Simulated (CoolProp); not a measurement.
trans-2-butene along the isotherm 196.85 °C: fugacity coefficient from the reference equation and from simpler models built on Tc = 155.5 °C, pc = 4.019 MPa, ω = 0.210; each cubic takes its own stable root.

Computed with CoolProp (reference Helmholtz-energy equation of state, Lemmon 2005). It is a short technical equation, of lower accuracy than the large ones.

```
p (MPa)          phase  reference
-------  -------------  ---------
0.0318             gas     0.9980
0.0513             gas     0.9967
0.0829             gas     0.9947
0.134              gas     0.9915
0.216              gas     0.9863
0.35               gas     0.9778
0.565              gas     0.9643
0.913              gas     0.9426
1.47               gas     0.9081
2.38               gas     0.8529
3.85               gas     0.7657
6.22     supercritical     0.6310
10       supercritical     0.4761
```

**Question.** How far does each simpler model (van der Waals, Redlich-Kwong) lie from the reference over these 13 states: mean and median of the absolute difference, and the worst?

**Answer.** 
- van der Waals: mean 0.5 %, median 0.2 %, worst +2.6 % at 196.85 °C and 10 MPa
- Redlich-Kwong: mean 0.2 %, median 0.1 %, worst +0.7 % at 196.85 °C and 10 MPa
